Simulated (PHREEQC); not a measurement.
**Ultrapure water in contact with air or piping (model solution)**

Model water analysis in mg/L, 40 °C, pH 6.74, pe -0.2: Na 0.326; K 0.42; Ca 0.13; Mg 0.0646; Cl 0.386; S(6) as SO4 0.253; Alkalinity as HCO3 1.3; Mn(2) 0.00286; B 0.000287; N(-3) as NH4 0.00787; Br 0.00967; Sr 0.00579.

Valence states are taken as typed.

Equilibrium calculation in PHREEQC: ion-association model, phreeqc.dat.

Precipitation was switched off in this run.

Q: Estimate the charge-balance error.

A: charge-balance error -0.2 %.

Q: In which forms is C present?

A: HCO3- 74 %, CO2 26 % of the C.

Species that the database lacks are ignored. Constants without temperature data keep their 25 °C values here.
